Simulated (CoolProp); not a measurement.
A simple Rankine cycle with R21: condensing at 296.15 K, boiler at 3.98 MPa, turbine inlet 439.5 K, turbine efficiency 0.65, pump efficiency 0.7, no recuperator. Each further row changes one setting.

Values from CoolProp's reference Helmholtz-energy equation of state, Platzer 1990. This equation is an older, rougher fit; its heat capacities, sound speeds and derivatives of the liquid may be far off and weren't checked against measurements.

```
case                             thermal efficiency (%)  net work (kJ/kg)  heat in (kJ/kg)  turbine exit temperature (K)  volume ratio over the turbine
-------------------------------  ----------------------  ----------------  ---------------  ----------------------------  -----------------------------
as stated                                          15.0              40.6              271                         296.1                           25.6
turbine inlet 459.5 K                              15.6              46.4              297                         326.0                           23.4
condensing temperature 288.15 K                    15.9              44.3              279                         288.2                           33.5
boiler pressure 2.79 MPa                           14.6              43.1              296                         329.2                           15.7
turbine efficiency 0.55                            12.5              33.8              271                         305.1                           26.7
```

The expansion ends wet for: as stated; condensing temperature 288.15 K.
